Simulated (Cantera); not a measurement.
An isothermal, constant-pressure homogeneous reactor starts with H₂ : O₂ = 0.19 : 0.75 (molar parts), equivalence ratio 0.13, at 1425 K and 1.43 Torr.

Cantera simulation using the H2/O2 subset of GRI-Mech 3.0, which has no nitrogen chemistry; the numbers are that mechanism's predictions, not measurements. Radical loss at walls, strong at low pressure, is not modelled. The temperature is held fixed by assumption; the heat of reaction is taken as removed at once.

**Question.** Predict: x(H₂) at 20.0 s; x(O₂) at 20.0 s; x(H₂O) at 20.0 s; x(OH) at 20.0 s; x(H) at 20.0 s; x(HO₂) at 20.0 s.

**Answer.** 
```
Property                                            Result
----------------  ----------------------------------------
x(H₂) at 20.0 s    4.20e-5 (gas-phase equilibrium 3.88e-6)
x(O₂) at 20.0 s        0.774 (gas-phase equilibrium 0.775)
x(H₂O) at 20.0 s       0.224 (gas-phase equilibrium 0.225)
x(OH) at 20.0 s   0.00129 (gas-phase equilibrium 0.000393)
x(H) at 20.0 s     1.11e-5 (gas-phase equilibrium 3.10e-7)
x(HO₂) at 20.0 s   7.00e-8 (gas-phase equilibrium 9.21e-8)
```
